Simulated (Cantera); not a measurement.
Input (Python, Cantera):

```python
import numpy as np
import cantera as ct

gas = ct.Solution("SiF4_NH3_mec.yaml", "gas")
gas.TPX = 2325, 101325, {'NH3': 1, 'N2': 15}
reactor = ct.IdealGasConstPressureReactor(gas, energy="off", clone=False)
net = ct.ReactorNet([reactor])
net.rtol, net.atol = 1e-08, 1e-18
show = ['NH3', 'NH', 'N2H2', 'N2H4', 'H2']
times = np.geomspace(0.0009, 2, 10)

steps = ct.SolutionArray(gas, extra=["t"])
rows = []
print(f"{'t/s':>10s}{'T/K':>9s}{'P/Pa':>11s}" + "".join(f"{s:>11s}" for s in show))
for t in times:
    while net.time < t:
        t_next = net.step()
        steps.append(gas.state, t=t_next)
    rows.append([np.interp(t, steps.t, y) for y in (steps.T, steps.P, *steps(*show).X.T)])
    print(f"{t:10.3e}{rows[-1][0]:9.1f}{rows[-1][1]:11.4g}" + "".join(f"{x:11.3e}" for x in rows[-1][2:]))
rate = np.gradient(steps.T, steps.t)
print("integrator steps:", len(steps.t))
if steps.T.max() > steps.T[0] + 200:
    print(f"time of steepest temperature rise: {steps.t[rate.argmax()]:.4e} s")
gas.TPX = 2325, 101325, {'NH3': 1, 'N2': 15}
gas.equilibrate("TP")
print(f"equilibrium (TP): T = {gas.T:.1f} K  " + "  ".join(f"{s} {gas[s].X[0]:.3e}" for s in show))
```

It prints:

```
       t/s      T/K       P/Pa        NH3         NH       N2H2       N2H4         H2
 9.000e-04   2325.0  1.013e+05  4.049e-02  3.912e-05  7.629e-07  2.087e-08  3.032e-02
 2.119e-03   2325.0  1.013e+05  2.285e-02  3.484e-05  3.871e-07  7.659e-09  5.541e-02
 4.989e-03   2325.0  1.013e+05  6.167e-03  2.215e-05  8.804e-08  1.104e-09  7.904e-02
 1.174e-02   2325.0  1.013e+05  2.819e-04  6.123e-06  2.458e-09  1.290e-11  8.696e-02
 2.765e-02   2325.0  1.013e+05  6.210e-06  5.284e-07  1.011e-11  2.419e-14  8.656e-02
 6.510e-02   2325.0  1.013e+05  1.162e-06  1.102e-07  1.725e-12  9.435e-16  8.647e-02
 1.533e-01   2325.0  1.013e+05  4.643e-07  4.403e-08  1.424e-12  1.507e-16  8.647e-02
 3.608e-01   2325.0  1.013e+05  3.217e-07  3.051e-08  1.394e-12  7.244e-17  8.647e-02
 8.495e-01   2325.0  1.013e+05  3.119e-07  2.958e-08  1.393e-12  6.810e-17  8.647e-02
 2.000e+00   2325.0  1.013e+05  3.119e-07  2.958e-08  1.393e-12  6.809e-17  8.647e-02
integrator steps: 1569
equilibrium (TP): T = 2325.0 K  NH3 3.119e-07  NH 2.958e-08  N2H2 1.393e-12  N2H4 6.809e-17  H2 8.647e-02
```

Computed with Cantera and the gas-phase N/H chemistry of the illustrative SiF4/NH3 mechanism in the Surface Chemkin manual (1991). Walls and surfaces, which speed up NH3 decomposition in real reactors, are not modelled.
